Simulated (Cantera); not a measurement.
Input: 1 mol CCl₄, 0.22 mol Si, held at 948 K and 12.0 Pa.

Cantera equilibrium calculation (NASA polynomials, part measured and part estimated; ideal gas, pure solids and liquids). Candidate condensed phases: C, Si, SiC; 24 gas species. Rates play no part.

Base state: Cl₂ 0.863, SiCl₄ 0.123, Cl 0.0145 (mole fractions); condensed: C(graphite).

Task: What changes in the equilibrium state with this change: temperature from 948 K to 1200 K?

Result: 
| species | before | after |
|---|---|---|
| Cl₂ | 0.863 | 0.571 |
| Cl | 0.0145 | 0.326 |
| SiCl₄ | 0.123 | 0.103 |
| C(graphite), mol | 1.000 | 1.00 |

Task: What changes in the equilibrium state with this change: pressure from 12.0 Pa to 37.0 Pa?

Result: 
```tsv
species	before	after
Cl₂	0.863	0.869
SiCl₄	0.123	0.123
Cl	0.0145	0.00829
C(graphite), mol	1.000	1.000
```
